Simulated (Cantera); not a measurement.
# Transport properties of process gases

Gas mixture: 50.0 % N₂, 50.0 % N₂O, at 2.93 Torr, frozen composition.

Cantera's kinetic-theory transport with the Lennard-Jones parameters of GRI-Mech 3.0, ideal gas; thermal conductivity in the multicomponent form. The composition is frozen, though it would react at the higher temperatures.

```json
[
 {"T (K)": "400", "ρ (kg/m³)": "0.00422", "cp (J/kg/K)": "1000.0", "μ (µPa s)": "20.7", "λ (mW/m/K)": "28.8", "Pr": "0.720", "D (cm²/s) C₂H₂": "62.5", "D (cm²/s) CH₃": "85.4", "D (cm²/s) OH": "120"},
 {"T (K)": "650", "ρ (kg/m³)": "0.00260", "cp (J/kg/K)": "1110", "μ (µPa s)": "30.1", "λ (mW/m/K)": "46.0", "Pr": "0.727", "D (cm²/s) C₂H₂": "149", "D (cm²/s) CH₃": "200", "D (cm²/s) OH": "276"},
 {"T (K)": "900", "ρ (kg/m³)": "0.00188", "cp (J/kg/K)": "1196", "μ (µPa s)": "38.0", "λ (mW/m/K)": "62.4", "Pr": "0.728", "D (cm²/s) C₂H₂": "261", "D (cm²/s) CH₃": "349", "D (cm²/s) OH": "477"},
 {"T (K)": "1150", "ρ (kg/m³)": "0.00147", "cp (J/kg/K)": "1250", "μ (µPa s)": "44.9", "λ (mW/m/K)": "77.2", "Pr": "0.728", "D (cm²/s) C₂H₂": "395", "D (cm²/s) CH₃": "528", "D (cm²/s) OH": "719"},
 {"T (K)": "1400", "ρ (kg/m³)": "0.00121", "cp (J/kg/K)": "1289", "μ (µPa s)": "51.2", "λ (mW/m/K)": "90.9", "Pr": "0.727", "D (cm²/s) C₂H₂": "551", "D (cm²/s) CH₃": "734", "D (cm²/s) OH": "997"},
 {"T (K)": "1650", "ρ (kg/m³)": "0.00102", "cp (J/kg/K)": "1320", "μ (µPa s)": "57.1", "λ (mW/m/K)": "104", "Pr": "0.726", "D (cm²/s) C₂H₂": "725", "D (cm²/s) CH₃": "965", "D (cm²/s) OH": "1310"},
 {"T (K)": "1900", "ρ (kg/m³)": "0.000889", "cp (J/kg/K)": "1343", "μ (µPa s)": "62.6", "λ (mW/m/K)": "116", "Pr": "0.726", "D (cm²/s) C₂H₂": "918", "D (cm²/s) CH₃": "1220", "D (cm²/s) OH": "1660"},
 {"T (K)": "2150", "ρ (kg/m³)": "0.000786", "cp (J/kg/K)": "1360", "μ (µPa s)": "67.9", "λ (mW/m/K)": "127", "Pr": "0.725", "D (cm²/s) C₂H₂": "1130", "D (cm²/s) CH₃": "1500", "D (cm²/s) OH": "2030"}
]
```
D: mixture-averaged diffusion coefficient of that species in the mixture.
